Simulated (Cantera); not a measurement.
# Chlorosilane synthesis and conversion: SiCl₄ + HCl + H₂ + Cl₂

Charge: 1 mol SiCl₄, 1.9 mol HCl, 2.7 mol H₂, 2.6 mol Cl₂, at 10000 Pa.

Cantera equilibrium calculation (NASA polynomials, part measured and part estimated; ideal gas, pure solids and liquids). Candidate condensed phases: Si; 19 gas species. The tables' values for SiCl₃ are old estimates; treat these amounts as uncertain. The numbers say what is thermodynamically allowed, not how fast it happens.

From 800 K to 1700 K nothing is condensed. The main Si-bearing gas is SiCl₄ throughout.

```json
[
 {"T (K)": "800", "log p HCl": "-1.06", "log p SiCl₄": "-1.91", "log p SiCl₃": "-8.51", "log p H₂": "-2.91", "log p Cl": "-11.13", "log p SiCl₂": "<-13"},
 {"T (K)": "900", "log p HCl": "-1.06", "log p SiCl₄": "-1.91", "log p SiCl₃": "-7.24", "log p H₂": "-2.91", "log p Cl": "-9.55", "log p SiCl₂": "-10.88"},
 {"T (K)": "1000", "log p HCl": "-1.06", "log p SiCl₄": "-1.91", "log p SiCl₃": "-6.22", "log p H₂": "-2.91", "log p Cl": "-8.28", "log p SiCl₂": "-9.14"},
 {"T (K)": "1100", "log p HCl": "-1.06", "log p SiCl₄": "-1.91", "log p SiCl₃": "-5.39", "log p H₂": "-2.92", "log p Cl": "-7.24", "log p SiCl₂": "-7.73"},
 {"T (K)": "1200", "log p HCl": "-1.06", "log p SiCl₄": "-1.91", "log p SiCl₃": "-4.71", "log p H₂": "-2.92", "log p Cl": "-6.37", "log p SiCl₂": "-6.56"},
 {"T (K)": "1300", "log p HCl": "-1.06", "log p SiCl₄": "-1.92", "log p SiCl₃": "-4.14", "log p H₂": "-2.93", "log p Cl": "-5.63", "log p SiCl₂": "-5.59"},
 {"T (K)": "1400", "log p HCl": "-1.06", "log p SiCl₄": "-1.92", "log p SiCl₃": "-3.67", "log p H₂": "-2.96", "log p Cl": "-4.98", "log p SiCl₂": "-4.78"},
 {"T (K)": "1500", "log p HCl": "-1.06", "log p SiCl₄": "-1.94", "log p SiCl₃": "-3.30", "log p H₂": "-3.05", "log p Cl": "-4.39", "log p SiCl₂": "-4.15"},
 {"T (K)": "1600", "log p HCl": "-1.06", "log p SiCl₄": "-1.96", "log p SiCl₃": "-3.03", "log p H₂": "-3.21", "log p Cl": "-3.82", "log p SiCl₂": "-3.71"},
 {"T (K)": "1700", "log p HCl": "-1.06", "log p SiCl₄": "-1.99", "log p SiCl₃": "-2.85", "log p H₂": "-3.44", "log p Cl": "-3.28", "log p SiCl₂": "-3.41"}
]
```
log p: log10 of the partial pressure in bar; nothing condenses.
